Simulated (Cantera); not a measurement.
A perfectly stirred reactor is fed with CO : O2 : H2O : N2 = 0.0019 : 0.069 : 0.0015 : 1 (molar parts), equivalence ratio 0.014, at 5.00 bar; it is held at 1225 K, and followed from long to short residence time.

Cantera simulation using GRI-Mech 3.0 (53 species, 325 reactions); the numbers are that mechanism's predictions, not measurements.

Task: What does this change do: CO 0.0019 to 0.00041 parts?

Result: 
```csv
quantity,before,after
x(CO) at τ = 0.300 s,0.000245,6.59e-5
x(O2) at τ = 0.300 s,0.0636,0.0643
x(H2O) at τ = 0.300 s,0.00140,0.00140
x(OH) at τ = 0.300 s,1.44e-6,1.12e-6
x(H2O2) at τ = 0.300 s,5.19e-9,1.11e-9
x(CO) at τ = 31.0 ms,0.000946,0.000236
x(O2) at τ = 31.0 ms,0.0640,0.0644
x(H2O) at τ = 31.0 ms,0.00140,0.00140
x(OH) at τ = 31.0 ms,1.88e-6,1.38e-6
x(H2O2) at τ = 31.0 ms,2.55e-8,4.78e-9
```

Task: What does this change do: temperature 1225 to 975 K?

Result: 
```json
[
 {"quantity": "x(CO) at τ = 0.300 s", "before": "0.000245", "after": "0.00175"},
 {"quantity": "x(O2) at τ = 0.300 s", "before": "0.0636", "after": "0.0643"},
 {"quantity": "x(H2O) at τ = 0.300 s", "before": "0.00140", "after": "0.00140"},
 {"quantity": "x(OH) at τ = 0.300 s", "before": "1.44e-6", "after": "1.73e-9"},
 {"quantity": "x(H2O2) at τ = 0.300 s", "before": "5.19e-9", "after": "2.10e-8"},
 {"quantity": "x(CO) at τ = 31.0 ms", "before": "0.000946", "after": "0.00177"},
 {"quantity": "x(O2) at τ = 31.0 ms", "before": "0.0640", "after": "0.0643"},
 {"quantity": "x(H2O) at τ = 31.0 ms", "before": "0.00140", "after": "0.00140"},
 {"quantity": "x(OH) at τ = 31.0 ms", "before": "1.88e-6", "after": "5.41e-11"},
 {"quantity": "x(H2O2) at τ = 31.0 ms", "before": "2.55e-8", "after": "2.43e-11"}
]
```
